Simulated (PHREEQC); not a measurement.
A solution holds 0.0033 mol/kgw KOH, 0.00017 mol/kgw H4SiO4 and 0.001 mol/kgw Na2CO3, at 31 °C. Closed to the air; pH follows from the charge balance.

The numbers come from PHREEQC with the ion-association model, wateq4f.dat.

| Quantity | Result |
|---|---|
| pH | 11.28 |
| ionic strength | 0.00617 mol/kgw |
| total alkalinity | 5.30 meq/kg |

```tsv
species	molality	activity	log γ
K+	0.00330	0.00303	-0.037
OH-	0.00320	0.00294	-0.037
Na+	0.00197	0.00181	-0.036
CO3-2	0.000897	0.000647	-0.142
H3SiO4-	0.000162	0.000149	-0.037
HCO3-	7.08e-5	6.52e-5	-0.036
NaCO3-	3.18e-5	2.93e-5	-0.036
H4SiO4	4.35e-6	4.36e-6	0.001
H2SiO4-2	3.87e-6	2.79e-6	-0.142
NaHCO3	6.63e-8	6.64e-8	0.001
```

Precipitation was switched off in this run. Species that the database lacks are ignored.
